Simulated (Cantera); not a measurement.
Feed: 1 mol PbO, 0.054 mol H₂, 0.56 mol N₂, held at 54.8 Torr.

Cantera equilibrium calculation (NASA polynomials, part measured and part estimated; ideal gas, pure solids and liquids). Candidate condensed phases: H₂O, Pb, PbO, PbO₂, Pb₃O₄; 27 gas species. Each liquid is taken as pure. Mutual solubility and eutectic melting of coexisting phases are not modelled. Gases not in the tables: (PbO)n polymers. Rates play no part.

### Question
Which condensed phases are stable at each of these points (T (°C)): 202, 302, 402, 502, 602, 702, 802, 902, 1002, 1102, 1202, 1302?

### Answer
```
T (°C)     condensed phases  Pb condensed (%)
------  -------------------  ----------------
202        Pb(s) + PbO(red)             100.0
302        Pb(s) + PbO(red)             100.0
402        Pb(l) + PbO(red)             100.0
502     Pb(l) + PbO(yellow)             100.0
602     Pb(l) + PbO(yellow)             100.0
702     Pb(l) + PbO(yellow)             100.0
802     Pb(l) + PbO(yellow)              99.9
902          Pb(l) + PbO(l)              99.6
1002         Pb(l) + PbO(l)              98.1
1102                 PbO(l)              93.2
1202                 PbO(l)              88.1
1302                 PbO(l)              61.9
```

From 202 °C to 302 °C the condensed part is Pb(s) + PbO(red). At 402 °C the condensed part is Pb(l) + PbO(red). From 502 °C to 802 °C the condensed part is Pb(l) + PbO(yellow). From 902 °C to 1002 °C the condensed part is Pb(l) + PbO(l). From 1102 °C to 1302 °C the condensed part is PbO(l).
